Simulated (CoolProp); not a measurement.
A Linde-Hampson liquefier for ethylene: isothermal reversible compression at 320 K from 1 atm to 5 MPa, throttling to 1 atm, return gas leaving the recuperator 0 K below the feed. Each further row changes one setting.

Computed with CoolProp (reference Helmholtz-energy equation of state, Smukala 2000).

```tsv
case	liquid yield per pass	compression work (kJ/kg of gas)
as stated	(withheld)	347
high pressure 10 MPa	(withheld)	(withheld)
warm-end temperature 350 K	(withheld)	(withheld)
warm-end gap 5 K	0.110	347
```

What belongs in the gaps?


- as stated, liquid yield per pass: 0.121
- high pressure 10 MPa, liquid yield per pass: 0.320
- high pressure 10 MPa, compression work (kJ/kg of gas): 386
- warm-end temperature 350 K, liquid yield per pass: 0.087
- warm-end temperature 350 K, compression work (kJ/kg of gas): 387
